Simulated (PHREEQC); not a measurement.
Consider water at 25 °C with 0.18 mol CuCl2, 0.15 mol HCl and 8.5e-05 mol H3BO3 per kg of water. Closed to the air; pH follows from the charge balance.

All values are PHREEQC results (ion-association model, wateq4f.dat), not measurements.

The ionic strength comes out as 0.600 mol/kgw. What activity coefficients do Cu+2, CuCl+, Cl-, CuCl3-, H+ get?

Cu+2 0.24, CuCl+ 0.64, Cl- 0.63, CuCl3- 0.64, H+ 0.76.

No solid was allowed to form. Species that the database lacks are ignored.
